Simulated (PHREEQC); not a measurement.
1 kg of water holding 0.0038 mol NaCl, 0.62 mol Na2SO4, 0.04 mol Na2B4O7 and 0.2 mol Na2CO3 is evaporated at 25 °C; the solids stay in contact with the brine. No CO2 enters from the air. Only these solids could form: Burkeite, Halite, Mirabilite, Nahcolite, Natron, Thenardite, Trona, Borax, Boric_acid,s, NaBO2:4H2O, NaB5O8:5H2O, Teepleite.

The series has 17 steps of water left (kg), from 1 to 0.003389.

The numbers come from PHREEQC with the Pitzer model, pitzer.dat.

**Question.** Which solids form, in which order, and at which step of the series does each first stand?

**Answer.** Borax from water left = 0.2979 kg (pH 10.04); Mirabilite from water left = 0.2979 kg (pH 10.04); Burkeite from water left = 0.06611 kg (pH 10.51); Thenardite from water left = 0.003389 kg (pH 10.29).

Complexes and solids missing from the database can't appear.
